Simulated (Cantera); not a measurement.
Input (Python, Cantera):

```python
import numpy as np
import cantera as ct

gas = ct.Solution("gri30.yaml")
gas.TPX = 475, 890000, {'CH4': 1, 'H2': 0.21, 'O2': 1.4, 'N2': 9.12, 'CO2': 0.77}
inlet = ct.Reservoir(gas, clone=True)
gas.equilibrate("HP")  # start burning
reactor = ct.IdealGasConstPressureReactor(gas, energy="on", clone=False)
exhaust = ct.Reservoir(gas, clone=True)
tau = [0.14, 0.053, 0.02, 0.0078, 0.003, 0.0011, 0.00044, 0.00017, 6.4e-05, 2.4e-05, 9.3e-06, 3.6e-06][0]
for a, b in ((inlet, reactor), (reactor, exhaust)):
    ct.MassFlowController(a, b, mdot=lambda t: reactor.mass / tau)
net = ct.ReactorNet([reactor])
show = ['CH4', 'H2', 'O2', 'CO', 'HO2', 'NO']

rows = []
print(f"{'tau/s':>10s}{'T/K':>9s}" + "".join(f"{s:>11s}" for s in show))
for tau in [0.14, 0.053, 0.02, 0.0078, 0.003, 0.0011, 0.00044, 0.00017, 6.4e-05, 2.4e-05, 9.3e-06, 3.6e-06]:
    net.initial_time = 0.0
    net.advance(30 * tau)
    before = gas.X
    net.advance(40 * tau)
    drift = np.max(np.abs(gas.X - before) / (gas.X + 1e-9))
    rows.append([gas.T, *gas[show].X, drift])
    print(f"{tau:10.3e}{gas.T:9.1f}" + "".join(f"{x:11.3e}" for x in gas[show].X))
```

Output:

```
     tau/s      T/K        CH4         H2         O2         CO        HO2         NO
 1.400e-01   1559.5  9.881e-03  2.167e-02  1.824e-03  3.925e-02  5.996e-07  9.990e-09
 5.300e-02   1545.0  1.073e-02  2.189e-02  3.417e-03  3.888e-02  1.525e-06  1.122e-08
 2.000e-02   1515.3  1.197e-02  2.283e-02  6.407e-03  3.877e-02  4.135e-06  1.234e-08
 7.800e-03   1441.8  1.544e-02  2.401e-02  1.389e-02  3.733e-02  1.381e-05  1.058e-08
 3.000e-03    475.0  8.000e-02  1.680e-02  1.120e-01 -1.097e-15 -1.109e-19 -3.499e-26
 1.100e-03    475.0  8.000e-02  1.680e-02  1.120e-01 -6.256e-20  3.663e-21 -1.996e-30
 4.400e-04    475.0  8.000e-02  1.680e-02  1.120e-01 -3.951e-21  1.577e-21 -1.261e-31
 1.700e-04    475.0  8.000e-02  1.680e-02  1.120e-01 -2.496e-22  6.140e-22 -7.963e-33
 6.400e-05    475.0  8.000e-02  1.680e-02  1.120e-01 -1.577e-23  2.315e-22 -5.030e-34
 2.400e-05    475.0  8.000e-02  1.680e-02  1.120e-01 -9.959e-25  8.678e-23 -3.177e-35
 9.300e-06    475.0  8.000e-02  1.680e-02  1.120e-01 -6.291e-26  3.342e-23 -2.007e-36
 3.600e-06    475.0  8.000e-02  1.680e-02  1.120e-01 -3.974e-27  1.292e-23 -1.268e-37
```

Detailed kinetics in Cantera: GRI-Mech 3.0 (53 species, 325 reactions).
